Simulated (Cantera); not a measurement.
Input (Python, Cantera) and output of one run.

```python
import numpy as np
import cantera as ct

gas_names = """
    AL ALH ALN ALO ALOH ALO2 ALO2H AL2 AL2O AL2O2 H HALO HNO HNO2 HNO3 HO2 H2 H2O H2O2 N NH NH2 NH3
    NH2OH NO NO2 NO3 N2 N2H2 N2H4 N2O O OH O2 O3
""".split()
cond_names = """
    AL(cr) AL(L) ALN(s) AL2O3(a) AL2O3(L) H2O(s) H2O(L)
""".split()


# ... load() reads the species with a 1 bar reference pressure and builds the phases ...
atoms = {
    'AlN': {'AL': 1, 'N': 1},
    'H2O': {'H': 2, 'O': 1},
    'H2': {'H': 2},
}
top_T = {'ALN(s)': 2750}  # K; cautious upper limits of use, not melting points


# ... equilibrate(T, P, feed) seeds the gas with the atoms and calls Mixture.equilibrate('TP', solver="vcs", rtol=1e-11, max_steps=5000) ...
results = []
feed = {'AlN': 1, 'H2O': 0.12, 'H2': 11}  # mol
P = 1000  # Pa
for T in [825, 1025, 1225, 1425, 1625, 1825, 2025]:
    mix = equilibrate(T, P, feed)
    results.append((T, P, feed, dict(zip(mix.species_names, mix.species_moles))))
    x = sorted(zip(gas.X, gas.species_names), reverse=True)
    print(f"T = {T:g} K  P = {P:g} Pa  gas = {mix.phase_moles(0):.4g} mol")
    print("   x: " + "  ".join(f"{s} {v:.3e}" for v, s in x if v > 1e-06))
    print("   condensed (mol): " + ("  ".join(f"{mix.phase(i).name} {mix.phase_moles(i):.4g}"
          for i in range(1, mix.n_phases) if mix.phase_moles(i) > 1e-12) or "none"))
```

Result:

```
T = 825 K  P = 1000 Pa  gas = 11.16 mol
   x: H2 9.964e-01  N2 3.584e-03  NH3 1.393e-06
   condensed (mol): ALN(s) 0.92  AL2O3(a) 0.04
T = 1025 K  P = 1000 Pa  gas = 11.16 mol
   x: H2 9.964e-01  N2 3.584e-03
   condensed (mol): ALN(s) 0.92  AL2O3(a) 0.04
T = 1225 K  P = 1000 Pa  gas = 11.16 mol
   x: H2 9.964e-01  N2 3.584e-03  H 3.111e-06
   condensed (mol): ALN(s) 0.92  AL2O3(a) 0.04
T = 1425 K  P = 1000 Pa  gas = 11.16 mol
   x: H2 9.963e-01  N2 3.584e-03  H 6.809e-05
   condensed (mol): ALN(s) 0.92  AL2O3(a) 0.04
T = 1625 K  P = 1000 Pa  gas = 11.17 mol
   x: H2 9.956e-01  N2 3.617e-03  H 7.040e-04  AL 5.204e-05  AL2O 9.981e-06  ALH 3.995e-06  H2O 1.434e-06
   condensed (mol): ALN(s) 0.9192  AL2O3(a) 0.03996
T = 1825 K  P = 1000 Pa  gas = 11.36 mol
   x: H2 9.769e-01  N2 9.003e-03  AL 5.656e-03  H 4.353e-03  AL2O 3.798e-03  ALH 2.380e-04  ALOH 1.596e-05  H2O 4.008e-06
   condensed (mol): ALN(s) 0.7955  AL2O3(a) 0.02555
T = 2025 K  P = 1000 Pa  gas = 12.6 mol
   x: H2 8.725e-01  AL 5.885e-02  N2 3.967e-02  H 1.798e-02  AL2O 9.493e-03  ALH 1.456e-03  ALOH 2.333e-05  AL2 9.295e-06  H2O 3.002e-06
   condensed (mol): none
```

These are equilibrium values from Cantera (NASA tables, ideal gas, pure condensed phases), not measurements of a reactor. Mutual solubility and eutectic melting of coexisting phases are not modelled. The tables' values for AlOH are old estimates; treat these amounts as uncertain. Condensed phases not in the tables: aluminium oxynitride.
